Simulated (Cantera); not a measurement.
Input: 1 mol SiCl4, 0.0049 mol C3H8, 390 mol H2, at 10.0 Torr.

These are equilibrium values from Cantera (NASA tables, ideal gas, pure condensed phases), not measurements of a reactor. Candidate condensed phases: C, C6H6, C7H8, C8H18, Si, SiC; 109 gas species. Mutual solubility and eutectic melting of coexisting phases are not modelled. Kinetics and transport are ignored. All values below are at 1150 °C.

Base state: H2 0.990, HCl 0.00963, SiCl2 0.000282, H 5.72e-5 (mole fractions); condensed: Si(s) + SiC(s).

What changes in the equilibrium state with this change: H2 from 390 to 84 mol?


| species | before | after |
|---|---|---|
| H2 | 0.990 | 0.958 |
| HCl | 0.00963 | 0.0374 |
| SiCl2 | 0.000282 | 0.00440 |
| SiCl3 | 1.33e-6 | 8.16e-5 |
| SiHCl3 | 1.97e-7 | 1.19e-5 |
| H | 5.72e-5 | 5.63e-5 |
| Si(s), mol | 0.874 | 0.598 |
| SiC(s), mol | 0.0146 | 0.0147 |
The tables' values for SiCl3 are old estimates; treat these amounts as uncertain.
